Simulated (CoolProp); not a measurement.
1000 sccm (0 °C, 1 atm) of nitrogen bubbles through liquid propylene glycol at 353.4 K and leaves saturated at a total pressure of 0.0102 MPa (ideal gas phase). Each further row changes one setting.

The numbers come from the reference Helmholtz-energy equation of state, Eisenbach 2021 in CoolProp.

```
case                       vapour pressure (kPa)  mole fraction of vapour  delivery (mg/min)  delivery (sccm)  change of delivery for a bath 1 K warmer (%)
-------------------------  ---------------------  -----------------------  -----------------  ---------------  --------------------------------------------
as stated                                  0.993                   0.0974                366              108                                           6.8
bath temperature 358.4 K                    1.33                    0.130                509              150                                           6.8
total pressure 0.0204 MPa                  0.993                   0.0487                174             51.2                                           6.4
```
